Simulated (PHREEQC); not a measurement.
Dissolve 32 mmol/kgw HF and 0.078 mmol/kgw NH4HF2 at 75 °C. Closed to the air; pH follows from the charge balance.

Computed with PHREEQC (ion-association model, phreeqc.dat).

Precipitation was switched off in this run.

Order these F species by the share of F that they hold, largest first: HF2-, F-, HF.

HF (89 %), F- (8.5 %), HF2- (2.1 %)

The pH is 2.55 and the ionic strength 0.00308 mol/kgw. At this temperature some constants are extrapolated from 25 °C, and those without enthalpy data are left unchanged.
